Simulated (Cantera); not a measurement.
Mixture: 7.51 % CH₄, 18.3 % O₂, 71.4 % N₂, 2.78 % CO₂, at 2780 Torr, adiabatic and at constant volume. Ignition delay is the time to a rise of 400 K.

Computed with Cantera and GRI-Mech 3.0 (53 species, 325 reactions).

Predict: delay at 1323 K; delay at 1373 K; delay at 1423 K; delay at 1473 K; delay at 1523 K; delay at 1573 K; apparent activation energy between 1473 and 1573 K.


| Property | Result |
|---|---|
| delay at 1323 K | 2.73 ms |
| delay at 1373 K | 1.54 ms |
| delay at 1423 K | 0.889 ms |
| delay at 1473 K | 0.527 ms |
| delay at 1523 K | 0.321 ms |
| delay at 1573 K | 0.202 ms |
| apparent activation energy between 1473 and 1573 K | 190 kJ/mol |
